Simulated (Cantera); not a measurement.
Feed: 1 mol Si, 0.005 mol H2O, 120 mol N2, equilibrated at 1.33 mbar.

Equilibrium computed with Cantera from the NASA thermochemical tables; the gas is ideal and each condensed phase is pure. Candidate condensed phases: H2O, Si, SiO2, Si2N2O, Si3N4; 35 gas species. N2 is the only nitrogen source here; it is nearly inert below about 1500 K, so the nitride shown seldom forms there in practice. Mutual solubility and eutectic melting of coexisting phases are not modelled. The numbers say what is thermodynamically allowed, not how fast it happens.

Problem. Which condensed phases are stable at each of these points (T (K)): 1250, 1275, 1300, 1325, 1350, 1375, 1400, 1425, 1450, 1475, 1500?

Solution. 
```json
[
 {"T (K)": "1250", "condensed phases": "Si2N2O(s) + Si3N4(s)", "Si condensed (%)": "100.0"},
 {"T (K)": "1275", "condensed phases": "Si2N2O(s) + Si3N4(s)", "Si condensed (%)": "100.0"},
 {"T (K)": "1300", "condensed phases": "Si2N2O(s) + Si3N4(s)", "Si condensed (%)": "100.0"},
 {"T (K)": "1325", "condensed phases": "Si2N2O(s) + Si3N4(s)", "Si condensed (%)": "100.0"},
 {"T (K)": "1350", "condensed phases": "Si2N2O(s) + Si3N4(s)", "Si condensed (%)": "100.0"},
 {"T (K)": "1375", "condensed phases": "Si2N2O(s) + Si3N4(s)", "Si condensed (%)": "100.0"},
 {"T (K)": "1400", "condensed phases": "Si2N2O(s) + Si3N4(s)", "Si condensed (%)": "99.9"},
 {"T (K)": "1425", "condensed phases": "Si2N2O(s) + Si3N4(s)", "Si condensed (%)": "99.8"},
 {"T (K)": "1450", "condensed phases": "Si3N4(s)", "Si condensed (%)": "99.5"},
 {"T (K)": "1475", "condensed phases": "Si3N4(s)", "Si condensed (%)": "99.5"},
 {"T (K)": "1500", "condensed phases": "Si3N4(s)", "Si condensed (%)": "99.5"}
]
```

From 1250 K to 1425 K the condensed part is Si2N2O(s) + Si3N4(s). From 1450 K to 1500 K the condensed part is Si3N4(s).
